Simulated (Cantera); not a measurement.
Feed: 1 mol Si3N4, 1.4 mol HF, 0.51 mol H2, at 1425 K and 1.00 bar.

Cantera equilibrium calculation (NASA polynomials, part measured and part estimated; ideal gas, pure solids and liquids). Candidate condensed phases: Si, Si3N4; 37 gas species. The tables' values for SiF3, SiF2 are old estimates; treat these amounts as uncertain. The numbers say what is thermodynamically allowed, not how fast it happens.

Base state: H2 0.668, SiF4 0.187, N2 0.131, SiHF3 0.00616, HF 0.00563, SiF3 0.00305, SiH2F2 9.41e-5, SiF2 3.26e-5 (mole fractions); condensed: Si3N4(s).

### Question
What changes in the equilibrium state with this change: HF from 1.4 to 18 mol?

### Answer
```json
[
 {"species": "H2", "before": "0.668", "after": "0.372"},
 {"species": "HF", "before": "0.00563", "after": "0.343"},
 {"species": "SiF4", "before": "0.187", "after": "0.171"},
 {"species": "N2", "before": "0.131", "after": "0.114"},
 {"species": "SiH2F2", "before": "9.41e-5", "after": "7.22e-9"},
 {"species": "SiF2", "before": "3.26e-5", "after": "4.50e-9"},
 {"species": "SiHF3", "before": "0.00616", "after": "5.17e-5"},
 {"species": "SiF3", "before": "0.00305", "after": "3.43e-5"},
 {"species": "Si3N4(s), mol", "before": "0.883", "after": "0"}
]
```
The tables' values for SiF3 are old estimates; treat these amounts as uncertain.
